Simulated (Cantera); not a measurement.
A Cantera script and its output.

```python
import numpy as np
import cantera as ct

gas = ct.Solution("gri30.yaml")
gas.TPX = 1550, 24000, {'CH4': 0.021, 'H2': 1}
reactor = ct.IdealGasConstPressureReactor(gas, energy="off", clone=False)
net = ct.ReactorNet([reactor])
net.rtol, net.atol = 1e-08, 1e-18
show = ['CH4', 'H2', 'C2H', 'H', 'C2H2']
times = np.geomspace(1e-05, 50, 10)

steps = ct.SolutionArray(gas, extra=["t"])
rows = []
print(f"{'t/s':>10s}{'T/K':>9s}{'P/Pa':>11s}" + "".join(f"{s:>11s}" for s in show))
for t in times:
    while net.time < t:
        t_next = net.step()
        steps.append(gas.state, t=t_next)
    rows.append([np.interp(t, steps.t, y) for y in (steps.T, steps.P, *steps(*show).X.T)])
    print(f"{t:10.3e}{rows[-1][0]:9.1f}{rows[-1][1]:11.4g}" + "".join(f"{x:11.3e}" for x in rows[-1][2:]))
rate = np.gradient(steps.T, steps.t)
print("integrator steps:", len(steps.t))
if steps.T.max() > steps.T[0] + 200:
    print(f"time of steepest temperature rise: {steps.t[rate.argmax()]:.4e} s")
gas.TPX = 1550, 24000, {'CH4': 0.021, 'H2': 1}
gas.equilibrate("TP")
print(f"equilibrium (TP): T = {gas.T:.1f} K  " + "  ".join(f"{s} {gas[s].X[0]:.3e}" for s in show))
```

Result:

```
       t/s      T/K       P/Pa        CH4         H2        C2H          H       C2H2
 1.000e-05   1550.0    2.4e+04  2.057e-02  9.794e-01  3.581e-29  9.513e-08  1.467e-19
 5.550e-05   1550.0    2.4e+04  2.057e-02  9.794e-01  2.363e-25  5.631e-07  1.618e-16
 3.081e-04   1550.0    2.4e+04  2.057e-02  9.794e-01  1.521e-21  3.158e-06  1.855e-13
 1.710e-03   1550.0    2.4e+04  2.056e-02  9.794e-01  1.639e-17  1.709e-05  3.699e-10
 9.491e-03   1550.0    2.4e+04  2.053e-02  9.794e-01  1.272e-13  5.612e-05  8.743e-07
 5.268e-02   1550.0    2.4e+04  2.043e-02  9.794e-01  6.759e-12  6.081e-05  4.289e-05
 2.924e-01   1550.0    2.4e+04  1.986e-02  9.797e-01  4.891e-11  6.094e-05  3.098e-04
 1.623e+00   1550.0    2.4e+04  1.728e-02  9.810e-01  2.437e-10  6.154e-05  1.531e-03
 9.008e+00   1550.0    2.4e+04  1.111e-02  9.842e-01  7.255e-10  6.334e-05  4.442e-03
 5.000e+01   1550.0    2.4e+04  8.788e-03  9.854e-01  9.168e-10  6.426e-05  5.540e-03
integrator steps: 610
equilibrium (TP): T = 1550.0 K  CH4 8.784e-03  H2 9.854e-01  C2H 9.172e-10  H 6.426e-05  C2H2 5.542e-03
```

Detailed kinetics in Cantera: GRI-Mech 3.0 (53 species, 325 reactions). GRI-Mech 3.0 stops at C3 and has no aromatics, soot or wall deposition, so with more carbon than oxygen in the feed, carbon stays in small species such as C2H2 where larger ones or solid carbon would form.
